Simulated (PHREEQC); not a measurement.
0.12 g of hydrous ferric oxide (600 m²/g; 0.2 weak and 0.005 strong sites per Fe, Dzombak-Morel constants, diffuse double layer) in 1 kg of water with 0.05 mol/kgw of an inert sodium salt, at 25 °C; the pH is set by adding NaOH or the inert anion's acid. Oxygen is held at 0.21 atm. The system is closed to CO2. Nothing may precipitate in this run.

All values are PHREEQC results (ion-association model, wateq4f.dat), not measurements.

```json
[
 {"pH": "3", "surface charge σ (C/m²)": "0.357", "surface potential ψ (mV)": "169"},
 {"pH": "3.38", "surface charge σ (C/m²)": "0.342", "surface potential ψ (mV)": "167"},
 {"pH": "3.75", "surface charge σ (C/m²)": "0.317", "surface potential ψ (mV)": "164"},
 {"pH": "4.5", "surface charge σ (C/m²)": "0.238", "surface potential ψ (mV)": "149"},
 {"pH": "4.88", "surface charge σ (C/m²)": "0.194", "surface potential ψ (mV)": "139"},
 {"pH": "5.25", "surface charge σ (C/m²)": "0.154", "surface potential ψ (mV)": "127"},
 {"pH": "5.62", "surface charge σ (C/m²)": "0.119", "surface potential ψ (mV)": "114"},
 {"pH": "6.38", "surface charge σ (C/m²)": "0.064", "surface potential ψ (mV)": "84"},
 {"pH": "6.75", "surface charge σ (C/m²)": "0.045", "surface potential ψ (mV)": "67"},
 {"pH": "7.12", "surface charge σ (C/m²)": "0.030", "surface potential ψ (mV)": "50"},
 {"pH": "7.5", "surface charge σ (C/m²)": "0.017", "surface potential ψ (mV)": "31"},
 {"pH": "8.25", "surface charge σ (C/m²)": "-0.004", "surface potential ψ (mV)": "-7"},
 {"pH": "8.62", "surface charge σ (C/m²)": "-0.014", "surface potential ψ (mV)": "-26"},
 {"pH": "9", "surface charge σ (C/m²)": "-0.026", "surface potential ψ (mV)": "-45"}
]
```

The oxide is taken as insoluble; below pH 4 it would dissolve.
